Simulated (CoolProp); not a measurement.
A single-stage vapour-compression cycle with R134a: evaporating at 224.15 K (dew point), condensing at 269.15 K (bubble point), superheat 5 K, subcooling 0 K, compressor efficiency 0.7, no pressure losses. Each further row changes one setting.

The numbers come from the reference Helmholtz-energy equation of state, Tillner-Roth 1994 in CoolProp.

| case | cooling COP | pressure ratio | discharge temperature (K) | refrigerating effect (kJ/kg) | volumetric capacity (kJ/m³) |
|---|---|---|---|---|---|
| as stated | … | 8.10 | 310.7 | 177 | 301 |
| evaporating temperature 229.15 K | 3.42 | 6.11 | 305.2 | 181 | 399 |
| condensing temperature 264.15 K | … | 6.69 | … | 184 | 313 |
| subcooling 5 K | … | 8.10 | 310.7 | 184 | 313 |
| superheat 15 K | … | 8.10 | 321.9 | … | 300 |
| compressor efficiency 0.6 | 2.50 | 8.10 | 321.9 | 177 | 301 |

Problem. Fill in the missing entries.

Solution. 
- as stated, cooling COP: 2.91
- condensing temperature 264.15 K, cooling COP: 3.35
- condensing temperature 264.15 K, discharge temperature (K): 303.0
- subcooling 5 K, cooling COP: 3.02
- superheat 15 K, cooling COP: 2.90
- superheat 15 K, refrigerating effect (kJ/kg): 185
